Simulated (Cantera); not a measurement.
Feed: 1 mol SiH2Cl2, 8.1 mol NH3, equilibrated at 0.290 bar.

Method: chemical equilibrium by Gibbs-energy minimisation in Cantera with the NASA 1993 tables (ideal gas, pure condensed phases). Candidate condensed phases: NH4Cl, Si, Si3N4; 28 gas species. Gases not in the tables: Si2H6 and higher silanes. Kinetics and transport are ignored.

### Question
Which condensed phases are stable at each of these points (T (K)): 1573, 1623, 1673, 1723, 1773, 1823, 1873, 1923, 1973, 2023, 2073, 2123?

### Answer
| T (K) | condensed phases | Si condensed (%) |
|---|---|---|
| 1573 | Si3N4(s) | 97.3 |
| 1623 | Si3N4(s) | 95.4 |
| 1673 | Si3N4(s) | 92.6 |
| 1723 | Si3N4(s) | 88.8 |
| 1773 | Si3N4(s) | 83.8 |
| 1823 | Si3N4(s) | 78.0 |
| 1873 | Si3N4(s) | 71.5 |
| 1923 | Si3N4(s) | 64.6 |
| 1973 | Si(l) | 65.0 |
| 2023 | Si(l) | 65.7 |
| 2073 | Si(l) | 66.1 |
| 2123 | Si(l) | 66.1 |

From 1573 K to 1923 K the condensed part is Si3N4(s). From 1973 K to 2123 K the condensed part is Si(l).
